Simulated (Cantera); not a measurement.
Feed: 1 mol B₂O₃, 6.5 mol O₂, 1.7 mol H₂O, held at 700 °C and 1.00 bar.

Method: chemical equilibrium by Gibbs-energy minimisation in Cantera with the NASA 1993 tables (ideal gas, pure condensed phases). Candidate condensed phases: B, B₂O₃, B₃O₃H₃, H₂O; 23 gas species. Gases not in the tables: H₃BO₃. The numbers say what is thermodynamically allowed, not how fast it happens.

Base state: O₂ 0.794, H₂O 0.203, (HBO₂)₃ 0.00293 (mole fractions); condensed: B₂O₃(l).

**Question.** What changes in the equilibrium state with this change: temperature from 700 °C to 1925 °C?

**Answer.** 
```json
[
 {"species": "O₂", "before": "0.794", "after": "0.697"},
 {"species": "HBO₂", "before": "6.60e-6", "after": "0.148"},
 {"species": "H₂O", "before": "0.203", "after": "0.106"},
 {"species": "B₂O₃", "before": "<1e-9", "after": "0.0285"},
 {"species": "BO₂", "before": "<1e-9", "after": "0.0115"},
 {"species": "O", "before": "<1e-9", "after": "0.00223"},
 {"species": "H₂", "before": "<1e-9", "after": "0.000143"},
 {"species": "B₂O₃(l), mol", "before": "0.964", "after": "0"}
]
```
